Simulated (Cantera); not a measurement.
# Titanium nitride, carbide and oxide coatings: TiCl₄ + O₂

Charge: 1 mol TiCl₄, 3.7 mol O₂, equilibrated at 105 Torr.

Equilibrium computed with Cantera from the NASA thermochemical tables; the gas is ideal and each condensed phase is pure. Candidate condensed phases: Ti, TiCl₂, TiCl₃, TiCl₄, TiO, TiO₂, Ti₂O₃, Ti₃O₅, Ti₄O₇; 15 gas species. Rates play no part.

```
T (°C)    x Cl   x O₂   x Cl₂       x O     x ClO  x TiOCl₂   x TiCl₄    x TiO₂  n TiO₂(rutile)  n TiO₂(l)
------  ------  -----  ------  --------  --------  --------  --------  --------  --------------  ---------
1200    0.0788  0.552   0.369   5.54e-6  0.000558   2.64e-7  0.000120  2.88e-12           0.999          0
1275     0.124  0.539   0.336   1.50e-5  0.000788   1.12e-6  0.000202  3.31e-11           0.999          0
1350     0.182  0.522   0.294   3.67e-5   0.00105   3.94e-6  0.000297  3.02e-10           0.998          0
1425     0.251  0.502   0.245   8.29e-5   0.00131   1.17e-5  0.000375   2.26e-9           0.998          0
1500     0.325  0.481   0.192  0.000174   0.00154   2.94e-5  0.000403   1.41e-8           0.998          0
1575     0.396  0.460   0.142  0.000343   0.00171   6.32e-5  0.000366   7.60e-8           0.997          0
1650     0.456  0.442  0.0987  0.000643   0.00182  0.000118  0.000284   3.57e-7           0.997          0
1725     0.502  0.429  0.0658   0.00115   0.00186  0.000194  0.000194   1.49e-6           0.997          0
1800     0.534  0.419  0.0428   0.00199   0.00185  0.000289  0.000121   5.57e-6           0.997          0
1875     0.555  0.412  0.0276   0.00331   0.00181  0.000390   6.97e-5   1.84e-5               0      0.997
1950     0.568  0.406  0.0179   0.00532   0.00176  0.000453   3.56e-5   5.05e-5               0      0.996
```
x: gas mole fraction; n: condensed amount in mol.

From 1200 °C to 1800 °C the condensed part is TiO₂(rutile). From 1875 °C to 1950 °C the condensed part is TiO₂(l). The main Ti-bearing gas is TiCl₄ at 1200 °C and TiOCl₂ at 1950 °C.
